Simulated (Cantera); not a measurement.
Reactions in the system Cu-F-N-O

Source: NASA polynomial tables (part measured, part estimated), evaluated in Cantera. Values are per mole of reaction as written; species without (g) are pure solids or liquids, kept so even where they would boil at 1 bar.

NO(g) + 2 F₂(g) + Cu₂O → NO₂(g) + 2 CuF₂(g)

```
T (K)  ΔH° (kJ)  ΔS° (J/K)  ΔG° (kJ)  log10 K  condensed phases
-----  --------  ---------  --------  -------  ----------------
523      -424.9       54.1    -453.1    45.26           Cu₂O(s)
723      -428.8       47.7    -463.3    33.47           Cu₂O(s)
923      -432.9       42.7    -472.3    26.73           Cu₂O(s)
1123     -437.6       38.1    -480.4    22.34           Cu₂O(s)
1323     -443.3       33.4    -487.5    19.25           Cu₂O(s)
1523     -515.0      -14.1    -493.5    16.92           Cu₂O(l)
1723     -523.0      -19.1    -490.2    14.86           Cu₂O(l)
1923     -530.9      -23.4    -485.9    13.20           Cu₂O(l)
2123     -538.5      -27.2    -480.8    11.83           Cu₂O(l)
```
